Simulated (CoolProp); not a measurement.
Dry air at 589.93 K and 9.46 MPa flows at 2 m/s in a round tube of 25 mm bore and 1.5 µm roughness, fully developed (64/Re and Nu = 3.66 if laminar; Colebrook and Gnielinski if turbulent). Each further row changes one setting.

The numbers come from the reference Helmholtz-energy equation of state, Lemmon 2000 in CoolProp. It is a pseudo-pure fit of the blend.

| case | Reynolds number | Darcy friction factor | pressure drop (Pa/m) | heat-transfer coefficient (W/(m² K)) | mass flow (kg/h) |
|---|---|---|---|---|---|
| as stated | … | 0.0189 | 81.2 | … | 190 |
| velocity 4 m/s | 172000 | … | … | 539 | 381 |
| diameter 50 mm | 172000 | … | … | 266 | 761 |

### Question
What belongs in the gaps?

### Answer

- as stated, Reynolds number: 86100
- as stated, heat-transfer coefficient (W/(m² K)): 308
- velocity 4 m/s, Darcy friction factor: 0.0165
- velocity 4 m/s, pressure drop (Pa/m): 285
- diameter 50 mm, Darcy friction factor: 0.0163
- diameter 50 mm, pressure drop (Pa/m): 35.2

Viscosity comes from a separate model (Lemmon 2004). Thermal conductivity comes from a separate model (Lemmon 2004).
